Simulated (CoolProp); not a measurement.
Saturation properties of methanol (Tc = 513.4 K, pc = 8216 kPa, ω = 0.565).

Model: reference Helmholtz-energy equation of state, de Reuck 1993, in CoolProp.

| T (K) | p (kPa) | liquid density (kg/m³) | vapour density (kg/m³) | liquid cp (kJ/(kg K)) | surface tension (mN/m) |
|---|---|---|---|---|---|
| 300.1 | 18.78 | 784.4 | 0.2474 | 2.547 | 22.0 |
| 308.5 | 28.50 | 776.5 | 0.3671 | 2.602 | 21.3 |
| 316.8 | 42.01 | 768.6 | 0.5299 | 2.660 | 20.6 |
| 325.2 | 60.83 | 760.5 | 0.7524 | 2.724 | 19.9 |
| 333.5 | 85.92 | 752.4 | 1.044 | 2.791 | 19.2 |
| 341.8 | 119.1 | 744.2 | 1.424 | 2.862 | 18.5 |
| 350.2 | 162.9 | 735.6 | 1.919 | 2.938 | 17.7 |
| 358.5 | 218.4 | 727.0 | 2.540 | 3.018 | 17.0 |
| 366.9 | 289.5 | 717.9 | 3.330 | 3.103 | 16.2 |
| 375.2 | 377.2 | 708.6 | 4.302 | 3.191 | 15.4 |
| 383.6 | 486.7 | 698.9 | 5.516 | 3.287 | 14.6 |
| 391.9 | 618.7 | 688.8 | 6.988 | 3.387 | 13.8 |
| 400.2 | 777.9 | 678.3 | 8.782 | 3.494 | 12.9 |

It boils at 337.6 K under 1 atm.

Surface tension comes from a separate correlation (Mulero 2012).
